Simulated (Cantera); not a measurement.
Mixture: 8.29 % CH4, 19.3 % O2, 72.4 % N2, equivalence ratio 0.86, at 29.0 bar, adiabatic and at constant volume. Ignition delay is the time to a rise of 400 K.

Cantera simulation using GRI-Mech 3.0 (53 species, 325 reactions); the numbers are that mechanism's predictions, not measurements. The pressure lies above the range GRI-Mech 3.0 was tuned for (to about 10 atm).

Problem. Predict: delay at 1050 K; delay at 1250 K; delay at 1450 K; delay at 1650 K; delay at 1850 K; apparent activation energy between 1650 and 1850 K.

Solution. 
```
Quantity                                                 Value
--------------------------------------------------  ----------
delay at 1050 K                                        10.9 ms
delay at 1250 K                                       0.726 ms
delay at 1450 K                                        96.4 µs
delay at 1650 K                                        18.1 µs
delay at 1850 K                                        4.43 µs
apparent activation energy between 1650 and 1850 K  180 kJ/mol
```
